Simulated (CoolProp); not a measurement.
Saturation properties of carbon monoxide (Tc = -140.3 °C, pc = 3.498 MPa, ω = 0.050).

Computed with CoolProp (reference Helmholtz-energy equation of state, Lemmon 2006). It is a short technical equation, of lower accuracy than the large ones.

```json
[
 {"T (°C)": "-174.45", "p (MPa)": "0.4938", "liquid density (kg/m³)": "712.3", "enthalpy of vaporisation (kJ/kg)": "186.8", "vapour Z": "0.8738"},
 {"T (°C)": "-172.65", "p (MPa)": "0.5648", "liquid density (kg/m³)": "702.7", "enthalpy of vaporisation (kJ/kg)": "183.2", "vapour Z": "0.8614"},
 {"T (°C)": "-170.85", "p (MPa)": "0.6429", "liquid density (kg/m³)": "692.9", "enthalpy of vaporisation (kJ/kg)": "179.5", "vapour Z": "0.8482"},
 {"T (°C)": "-169.15", "p (MPa)": "0.7235", "liquid density (kg/m³)": "683.4", "enthalpy of vaporisation (kJ/kg)": "175.7", "vapour Z": "0.8350"},
 {"T (°C)": "-167.35", "p (MPa)": "0.8165", "liquid density (kg/m³)": "673.1", "enthalpy of vaporisation (kJ/kg)": "171.6", "vapour Z": "0.8203"},
 {"T (°C)": "-165.55", "p (MPa)": "0.9178", "liquid density (kg/m³)": "662.3", "enthalpy of vaporisation (kJ/kg)": "167.3", "vapour Z": "0.8047"},
 {"T (°C)": "-163.75", "p (MPa)": "1.028", "liquid density (kg/m³)": "651.2", "enthalpy of vaporisation (kJ/kg)": "162.7", "vapour Z": "0.7882"},
 {"T (°C)": "-161.95", "p (MPa)": "1.147", "liquid density (kg/m³)": "639.7", "enthalpy of vaporisation (kJ/kg)": "157.8", "vapour Z": "0.7708"},
 {"T (°C)": "-160.15", "p (MPa)": "1.276", "liquid density (kg/m³)": "627.7", "enthalpy of vaporisation (kJ/kg)": "152.7", "vapour Z": "0.7524"},
 {"T (°C)": "-158.35", "p (MPa)": "1.415", "liquid density (kg/m³)": "615.1", "enthalpy of vaporisation (kJ/kg)": "147.2", "vapour Z": "0.7328"},
 {"T (°C)": "-156.55", "p (MPa)": "1.564", "liquid density (kg/m³)": "601.8", "enthalpy of vaporisation (kJ/kg)": "141.3", "vapour Z": "0.7120"},
 {"T (°C)": "-154.75", "p (MPa)": "1.724", "liquid density (kg/m³)": "587.8", "enthalpy of vaporisation (kJ/kg)": "135.0", "vapour Z": "0.6898"},
 {"T (°C)": "-152.95", "p (MPa)": "1.896", "liquid density (kg/m³)": "572.9", "enthalpy of vaporisation (kJ/kg)": "128.1", "vapour Z": "0.6660"},
 {"T (°C)": "-151.15", "p (MPa)": "2.080", "liquid density (kg/m³)": "556.8", "enthalpy of vaporisation (kJ/kg)": "120.6", "vapour Z": "0.6403"},
 {"T (°C)": "-149.45", "p (MPa)": "2.266", "liquid density (kg/m³)": "540.3", "enthalpy of vaporisation (kJ/kg)": "112.8", "vapour Z": "0.6139"}
]
```

It boils at -191.5 °C under 1 atm.
